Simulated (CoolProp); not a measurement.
R113 at several states: density (kg/m³) from the reference equation and from simpler models built on Tc = 487.2 K, pc = 3392 kPa, ω = 0.253; each cubic takes its own stable root.

Computed with CoolProp (reference Helmholtz-energy equation of state, Marx 1992).

| T (K) | p (kPa) | phase | reference |
|---|---|---|---|
| 371.9 | 14.6 | gas | 0.8878 |
| 465.4 | 614 | gas | 32.14 |
| 304 | 87.1 | liquid | 1549 |
| 399.3 | 20.9 | gas | 1.184 |

Problem. How far does each simpler model (van der Waals, Redlich-Kwong, Soave-Redlich-Kwong, Peng-Robinson) lie from the reference over these 4 states: mean and median of the absolute difference, and the worst?

Solution. 
- van der Waals: mean 25.3 %, median 0.7 %, worst -99.6 % at 304 K and 87.1 kPa
- Redlich-Kwong: mean 24.9 %, median 0.1 %, worst -99.6 % at 304 K and 87.1 kPa
- Soave-Redlich-Kwong: mean 1.7 %, median 0.0 %, worst -6.9 % at 304 K and 87.1 kPa
- Peng-Robinson: mean 1.5 %, median 0.5 %, worst +5.1 % at 304 K and 87.1 kPa

At some of these states van der Waals, Redlich-Kwong gives the other phase, because its saturation line lies elsewhere.
